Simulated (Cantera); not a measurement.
Premixed flame

A freely propagating, adiabatic, planar premixed flame of H₂ : O₂ : N₂ = 1 : 0.505 : 1.9 (molar parts), equivalence ratio 0.99, unburnt at 425 K and 1.38 atm; mixture-averaged transport, grid criteria slope 0.08 and curve 0.16, no radiation.

Detailed kinetics in Cantera: the H2/O2 subset of GRI-Mech 3.0, which has no nitrogen chemistry. Burning velocities carry a grid error of a few per cent, more on coarse grids.

```tsv
z (mm)	T (K)	u (m/s)	x H₂	x O₂	x HO₂	x H	x O	x H₂O₂
-0.781	425	4.02	0.294	0.148	<1e-8	<1e-8	<1e-8	<1e-8
-0.521	425	4.02	0.294	0.148	<1e-8	<1e-8	<1e-8	<1e-8
-0.391	425	4.02	0.294	0.148	<1e-8	<1e-8	<1e-8	<1e-8
-0.260	425	4.02	0.293	0.148	1.56e-7	<1e-8	<1e-8	<1e-8
-0.130	438	4.11	0.287	0.150	9.38e-5	3.43e-6	1.40e-6	4.58e-6
-0.0651	676	6.13	0.249	0.147	0.000424	0.00224	0.000156	7.35e-5
0	1164	10.2	0.160	0.114	0.000151	0.0218	0.00331	1.51e-5
0.0651	1512	13.1	0.0771	0.0584	6.51e-5	0.0415	0.00905	4.39e-6
0.130	1689	14.5	0.0489	0.0347	3.41e-5	0.0425	0.0106	2.44e-6
0.260	1860	15.8	0.0417	0.0260	2.09e-5	0.0330	0.00941	1.25e-6
0.521	2025	17.1	0.0380	0.0216	1.35e-5	0.0222	0.00700	6.85e-7
1.04	2173	18.1	0.0325	0.0175	8.30e-6	0.0135	0.00464	4.35e-7
2.08	2292	18.9	0.0260	0.0139	5.08e-6	0.00768	0.00284	3.17e-7
```
x: mole fraction of selected species; z is measured from the peak of heat release.

- laminar burning velocity = 402 cm/s
- thermal thickness = 0.260 mm
- peak x(HO₂) = 0.000533
- peak x(H) = 0.0436
- peak x(O) = 0.0106
- peak x(H₂O₂) = 7.36e-5
